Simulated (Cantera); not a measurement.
Input: 1 mol BN, 3.3 mol F2, held at 1100 K and 74.0 Pa.

Equilibrium computed with Cantera from the NASA thermochemical tables; the gas is ideal and each condensed phase is pure. Candidate condensed phases: B, BN; 13 gas species. Kinetics and transport are ignored.

Base state: F 0.698, BF3 0.197, N2 0.0986, F2 0.00616 (mole fractions); condensed: gas only.

Task: What changes in the equilibrium state with this change: F2 from 3.3 to 1.6 mol?

Result: 
| species | before | after |
|---|---|---|
| BF3 | 0.197 | 0.588 |
| N2 | 0.0986 | 0.294 |
| F | 0.698 | 0.117 |
| F2 | 0.00616 | 0.000174 |
